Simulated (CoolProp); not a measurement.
A simple Rankine cycle with chloromethane (R40): condensing at 331.15 K, boiler at 3.26 MPa, turbine inlet 388.4 K, turbine efficiency 0.65, pump efficiency 0.7, no recuperator. Each further row changes one setting.

Computed with CoolProp (reference Helmholtz-energy equation of state, Thol 2014).

```tsv
case	thermal efficiency (%)	net work (kJ/kg)	heat in (kJ/kg)	turbine exit temperature (K)	volume ratio over the turbine
as stated	6.2	22.0	353	332.7	2.30
turbine inlet 408.4 K	6.6	25.1	382	354.3	2.28
condensing temperature 323.15 K	7.4	27.0	366	323.2	2.75
boiler pressure 2.28 MPa	4.1	15.5	377	357.8	1.62
turbine efficiency 0.55	5.1	18.1	353	335.7	2.34
```

The expansion ends wet for: condensing temperature 323.15 K.
